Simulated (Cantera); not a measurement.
## Thermodynamics of fluorocarbon and chlorocarbon gases, feed CH3Cl + Si

Input: 1 mol CH3Cl, 0.1 mol Si, at 3900 Pa.

Method: chemical equilibrium by Gibbs-energy minimisation in Cantera with the NASA 1993 tables (ideal gas, pure condensed phases). Candidate condensed phases: C, C6H6, C7H8, C8H18, Si, SiC; 109 gas species. The tables' values for SiCl, SiCl3 are old estimates; treat these amounts as uncertain. Gases not in the tables: Si2H6 and higher silanes. Kinetics and transport are ignored.

At 1802 °C the condensed part is C(graphite) + SiC(s). From 1852 °C to 2252 °C the condensed part is C(graphite). The main Si-bearing gas is SiCl2 throughout.

| T (°C) | x H2 | x HCl | x H | x Cl | x SiCl2 | x Si | n C(graphite) | n SiC(s) |
|---|---|---|---|---|---|---|---|---|
| 1802 | 0.541 | 0.396 | 0.00992 | 0.00536 | 0.0458 | 0.000187 | 0.993 | 0.00468 |
| 1852 | 0.540 | 0.389 | 0.0135 | 0.00715 | 0.0476 | 0.000362 | 0.996 | 0 |
| 1902 | 0.536 | 0.386 | 0.0181 | 0.00952 | 0.0469 | 0.000629 | 0.995 | 0 |
| 1952 | 0.530 | 0.383 | 0.0239 | 0.0125 | 0.0459 | 0.00106 | 0.993 | 0 |
| 2002 | 0.523 | 0.379 | 0.0311 | 0.0163 | 0.0443 | 0.00172 | 0.991 | 0 |
| 2052 | 0.514 | 0.374 | 0.0400 | 0.0209 | 0.0422 | 0.00269 | 0.987 | 0 |
| 2102 | 0.503 | 0.369 | 0.0507 | 0.0265 | 0.0394 | 0.00404 | 0.983 | 0 |
| 2152 | 0.490 | 0.362 | 0.0634 | 0.0334 | 0.0358 | 0.00580 | 0.978 | 0 |
| 2202 | 0.474 | 0.355 | 0.0785 | 0.0416 | 0.0315 | 0.00794 | 0.970 | 0 |
| 2252 | 0.456 | 0.346 | 0.0959 | 0.0513 | 0.0267 | 0.0103 | 0.961 | 0 |
x: gas mole fraction; n: condensed amount in mol.
